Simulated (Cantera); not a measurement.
## Ammonia decomposition in nitride growth gas

An isothermal, constant-pressure homogeneous reactor starts with 59.5 % NH3, 40.5 % H2, at 1750 K and 2670 Pa.

Computed with Cantera and the gas-phase N/H chemistry of the illustrative SiF4/NH3 mechanism in the Surface Chemkin manual (1991). Walls and surfaces, which speed up NH3 decomposition in real reactors, are not modelled.

```csv
t (s),x NH3,x H2,x NH,x N2H2,x N,x H
8.00e-6,0.595,0.405,<1e-12,<1e-12,<1e-12,3.91e-8
3.83e-5,0.595,0.405,2.59e-12,<1e-12,<1e-12,1.34e-7
0.000183,0.595,0.405,1.20e-10,1.92e-11,<1e-12,5.78e-7
0.000875,0.595,0.405,3.40e-9,1.04e-9,5.14e-12,2.70e-6
0.00418,0.595,0.405,8.01e-8,3.34e-8,6.20e-10,1.28e-5
0.0200,0.595,0.405,1.47e-6,8.94e-7,4.70e-8,5.58e-5
0.0956,0.591,0.408,2.97e-6,2.07e-6,1.33e-7,8.11e-5
0.457,0.571,0.421,2.95e-6,1.96e-6,1.34e-7,8.48e-5
2.19,0.487,0.479,2.84e-6,1.55e-6,1.39e-7,0.000101
10.5,0.258,0.636,2.33e-6,6.32e-7,1.47e-7,0.000165
50.0,0.0356,0.789,1.08e-6,4.74e-8,1.29e-7,0.000371
```
x: mole fraction; the columns are a selection and need not sum to one.

Equilibrium at this temperature and pressure: NH3 2.71e-7, H2 0.812, NH 9.49e-11, N2H2 <1e-12, N 3.86e-11, H 0.00129 (gas phase only).
